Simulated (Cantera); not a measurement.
An isothermal, constant-pressure homogeneous reactor starts with 5.56 % CH₄, 94.4 % N₂, at 1425 K and 0.132 atm.

Model: GRI-Mech 3.0 (53 species, 325 reactions), integrated in Cantera. GRI-Mech 3.0 stops at C3 and has no aromatics, soot or wall deposition, so with more carbon than oxygen in the feed, carbon stays in small species such as C2H2 where larger ones or solid carbon would form.

Question: Predict: x(CH₄) at 2.00 s; x(C₂H₄) at 2.00 s; x(CH₂) at 2.00 s; x(H₂) at 2.00 s.

Answer: 
```
Quantity                                             Result
-----------------  ----------------------------------------
x(CH₄) at 2.00 s    0.0477 (gas-phase equilibrium 0.000498)
x(C₂H₄) at 2.00 s  0.000570 (gas-phase equilibrium 4.80e-5)
x(CH₂) at 2.00 s   2.27e-9 (gas-phase equilibrium 3.39e-11)
x(H₂) at 2.00 s       0.0106 (gas-phase equilibrium 0.0782)
```
